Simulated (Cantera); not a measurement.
A Cantera script and what it prints.

```python
import numpy as np
import cantera as ct

gas_names = """
    F F2 FS2F,fluorodisu N NF NF2 NF3 N2 S SF SF2 SF3 SF4 SF5 SF6 SN S2 S2F2,thiothiony S8 Si SiF SiF2
    SiF3 SiF4 SiN SiS Si2 Si2N Si3
""".split()
cond_names = """
    S(cr1) S(cr2) S(L) Si(cr) Si(L) Si3N4(a)
""".split()


# ... load() reads the species with a 1 bar reference pressure and builds the phases ...
atoms = {
    'Si': {'Si': 1},
    'SF6': {'S': 1, 'F': 6},
    'N2': {'N': 2},
}
top_T = {'Si3N4(a)': 2400}  # K; cautious upper limits of use, not melting points


# ... equilibrate(T, P, feed) seeds the gas with the atoms and calls Mixture.equilibrate('TP', solver="vcs", rtol=1e-11, max_steps=5000) ...
results = []
feed = {'Si': 1, 'SF6': 0.89, 'N2': 29}  # mol
T = 1423.15  # K
P = 140  # Pa
mix = equilibrate(T, P, feed)
results.append((T, P, feed, dict(zip(mix.species_names, mix.species_moles))))
x = sorted(zip(gas.X, gas.species_names), reverse=True)
print(f"T = {T:g} K  P = {P:g} Pa  gas = {mix.phase_moles(0):.4g} mol")
print("   x: " + "  ".join(f"{s} {v:.3e}" for v, s in x if v > 0.001))
print("   condensed (mol): " + ("  ".join(f"{mix.phase(i).name} {mix.phase_moles(i):.4g}"
      for i in range(1, mix.n_phases) if mix.phase_moles(i) > 1e-12) or "none"))
```

It prints:

```
T = 1423.15 K  P = 140 Pa  gas = 30.75 mol
   x: N2 9.432e-01  SiF4 3.253e-02  SF2 1.617e-02  S2F2,thiothiony 4.454e-03  S2 1.651e-03  F 1.425e-03
   condensed (mol): none
```

Cantera equilibrium calculation (NASA polynomials, part measured and part estimated; ideal gas, pure solids and liquids). The tables' values for S2F2 (SSF2), SF3, FS2F (FSSF) are old estimates; treat these amounts as uncertain.
